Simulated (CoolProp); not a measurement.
Values from CoolProp's reference Helmholtz-energy equation of state, Penoncello 2003.

Question: Give the vapour pressure (MPa), liquid density (kg/m³), enthalpy of vaporisation (kJ/kg), liquid cp (kJ/(kg K)) of saturated CHF3 (R23) at -10.45, -2.95, 12.15 °C.

Answer: 
```json
[
 {"T (°C)": "-10.45", "p (MPa)": "1.86", "liquid density (kg/m³)": "1110", "enthalpy of vaporisation (kJ/kg)": "158", "liquid cp (kJ/(kg K))": "1.64"},
 {"T (°C)": "-2.95", "p (MPa)": "2.30", "liquid density (kg/m³)": "1060", "enthalpy of vaporisation (kJ/kg)": "144", "liquid cp (kJ/(kg K))": "1.78"},
 {"T (°C)": "12.15", "p (MPa)": "3.43", "liquid density (kg/m³)": "924", "enthalpy of vaporisation (kJ/kg)": "107", "liquid cp (kJ/(kg K))": "2.47"}
]
```
